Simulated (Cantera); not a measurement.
Charge: 1 mol Al, 3.4 mol HCl, a varied amount of H2, equilibrated at 1448.15 K and 35.0 mbar.

Equilibrium computed with Cantera from the NASA thermochemical tables; the gas is ideal and each condensed phase is pure. Candidate condensed phases: Al, AlCl3; 12 gas species. The tables' values for AlCl2 are old estimates; treat these amounts as uncertain. Kinetics and transport are ignored.

x: gas mole fraction; nothing condenses.

```
n(H2) (mol)   x H2    x HCl   x AlCl3   x AlCl
-----------  -----  -------  --------  -------
40           0.950   0.0264    0.0130        …
65           0.965   0.0201   0.00648        …
89           0.972   0.0166   0.00391        …
110          0.977   0.0145   0.00271        …
140          0.981   0.0124   0.00173  0.00435
160          0.983   0.0113   0.00132  0.00404
190          0.985  0.00994  0.000928  0.00364
210          0.986  0.00922  0.000747  0.00341
230          0.987  0.00859  0.000611  0.00321
260          0.988  0.00780  0.000461  0.00295
280          0.989  0.00734  0.000388  0.00280
310          0.990  0.00675  0.000304  0.00260
```

Q: Fill in the missing entries.

A: 
- 40, x AlCl: 0.00701
- 65, x AlCl: 0.00610
- 89, x AlCl: 0.00541
- 110, x AlCl: 0.00492
